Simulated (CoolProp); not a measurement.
The numbers come from the reference Helmholtz-energy equation of state, Lemmon 2006 in CoolProp. It is a short technical equation, of lower accuracy than the large ones.

Problem. For C3F8 (R218), give the phase and the cp (kJ/(kg K)), viscosity (µPa s), Prandtl number at 390.1 K and 0.817 MPa.

Solution. 
- 390.1 K and 0.817 MPa: gas; cp 0.944, viscosity 16.4, Prandtl number 0.753

Viscosity comes from a separate model (Huber 2003), an estimate that may be off by 10 % or more. Thermal conductivity comes from a separate model (Huber 2003), an estimate that may be off by 10 % or more.
